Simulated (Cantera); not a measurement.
Charge: 1 mol B, 0.89 mol O2, 14 mol H2, 4.3 mol N2, held at 2375 K.

These are equilibrium values from Cantera (NASA tables, ideal gas, pure condensed phases), not measurements of a reactor. Candidate condensed phases: B, BN, B2O3, B3O3H3, H2O; 39 gas species. Rates play no part.

x: gas mole fraction; nothing condenses.

```csv
P (Pa),x H2,x H,x N2,x BO,x HBO2,x H2O,x HBO,x O
10,0.184,0.604,0.153,0.0305,0.00230,0.00801,0.000876,0.0104
37,0.336,0.425,0.175,0.0295,0.00640,0.0162,0.00220,0.00311
140,?,?,0.195,?,?,0.0193,?,?
520,0.576,0.148,0.209,0.0207,0.0150,0.0190,0.00759,0.000151
1900,0.636,0.0816,0.218,0.0146,0.0179,0.0175,0.0107,3.46e-5
7200,0.671,?,0.223,?,0.0196,0.0162,?,?
27000,0.690,0.0225,0.226,0.00537,0.0206,0.0152,0.0155,1.95e-6
100000,0.700,0.0118,0.227,0.00299,0.0211,0.0147,0.0167,5.00e-7
```

Question: What belongs in the gaps?

Answer: 
- 140, x H2: 0.478
- 140, x H: 0.261
- 140, x BO: 0.0262
- 140, x HBO2: 0.0111
- 140, x HBO: 0.00454
- 140, x O: 0.000689
- 7200, x H: 0.0430
- 7200, x BO: 0.00919
- 7200, x HBO: 0.0135
- 7200, x O: 7.98e-6
